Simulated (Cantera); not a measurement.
A closed system holds: 1 mol SiH₂Cl₂, 2 mol NH₃, 11 mol N₂, equilibrated at 0.230 bar.

Equilibrium computed with Cantera from the NASA thermochemical tables; the gas is ideal and each condensed phase is pure. Candidate condensed phases: NH₄Cl, Si, Si₃N₄; 28 gas species. The tables' values for SiCl₃ are old estimates; treat these amounts as uncertain. Rates play no part. All values below are at 1598 K.

Base state: N₂ 0.695, H₂ 0.188, HCl 0.112, SiCl₂ 0.00343, SiCl₃ 0.000588, SiCl₄ 0.000249, SiHCl₃ 5.99e-5, H 4.81e-5 (mole fractions); condensed: Si₃N₄(s).

### Question
What changes in the equilibrium state with this change: NH₃ from 2 to 20 mol?

### Answer
```tsv
species	before	after
H₂	0.188	0.573
N₂	0.695	0.389
HCl	0.112	0.0378
SiCl₂	0.00343	0.000188
SiCl₄	0.000249	5.07e-7
SiCl₃	0.000588	6.20e-6
Si₃N₄(s), mol	0.310	0.330
```
